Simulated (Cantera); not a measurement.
Adiabatic ignition

An adiabatic, constant-volume homogeneous reactor starts with 7.03 % CH₄, 1.19 % CO, 19.3 % O₂, 72.4 % N₂, 0.127 % H₂O, at 1523 K and 4130 Torr.

Model: GRI-Mech 3.0 (53 species, 325 reactions), integrated in Cantera.

| t (s) | T (K) | P (bar) | x CH₄ | x CO | x O₂ | x CH₃ | x C₂H₆ | x NO |
|---|---|---|---|---|---|---|---|---|
| 2.00e-6 | 1523 | 5.50 | 0.0703 | 0.0119 | 0.193 | 1.73e-6 | 3.24e-10 | <1e-12 |
| 4.55e-6 | 1523 | 5.50 | 0.0703 | 0.0119 | 0.193 | 4.44e-6 | 4.66e-9 | <1e-12 |
| 1.04e-5 | 1523 | 5.50 | 0.0703 | 0.0119 | 0.193 | 1.25e-5 | 7.81e-8 | <1e-12 |
| 2.36e-5 | 1523 | 5.50 | 0.0702 | 0.0119 | 0.193 | 3.95e-5 | 1.64e-6 | <1e-12 |
| 5.37e-5 | 1524 | 5.50 | 0.0700 | 0.0119 | 0.192 | 0.000115 | 3.46e-5 | <1e-12 |
| 0.000122 | 1533 | 5.54 | 0.0682 | 0.0121 | 0.191 | 0.000239 | 0.000363 | 4.87e-12 |
| 0.000278 | 2948 | 10.9 | <1e-12 | 0.0222 | 0.0484 | <1e-12 | <1e-12 | 0.00722 |
| 0.000632 | 2931 | 10.8 | <1e-12 | 0.0221 | 0.0435 | <1e-12 | <1e-12 | 0.0183 |
| 0.00144 | 2930 | 10.8 | <1e-12 | 0.0221 | 0.0432 | <1e-12 | <1e-12 | 0.0188 |
| 0.00328 | 2930 | 10.8 | <1e-12 | 0.0221 | 0.0432 | <1e-12 | <1e-12 | 0.0188 |
| 0.00746 | 2930 | 10.8 | <1e-12 | 0.0221 | 0.0432 | <1e-12 | <1e-12 | 0.0188 |
| 0.0170 | 2930 | 10.8 | <1e-12 | 0.0221 | 0.0432 | <1e-12 | <1e-12 | 0.0188 |
| 0.0386 | 2930 | 10.8 | <1e-12 | 0.0221 | 0.0432 | <1e-12 | <1e-12 | 0.0188 |
| 0.0879 | 2930 | 10.8 | <1e-12 | 0.0221 | 0.0432 | <1e-12 | <1e-12 | 0.0188 |
| 0.200 | 2930 | 10.8 | <1e-12 | 0.0221 | 0.0432 | <1e-12 | <1e-12 | 0.0188 |
x: mole fraction; the columns are a selection and need not sum to one.

time of steepest temperature rise: 0.217 ms
temperature at 0.200 s: 2930 K
equilibrium temperature: 2930 K
x(CH₄) at 0.200 s: <1e-12 (gas-phase equilibrium <1e-12)
x(CO) at 0.200 s: 0.0221 (gas-phase equilibrium 0.0221)
x(O₂) at 0.200 s: 0.0432 (gas-phase equilibrium 0.0432)
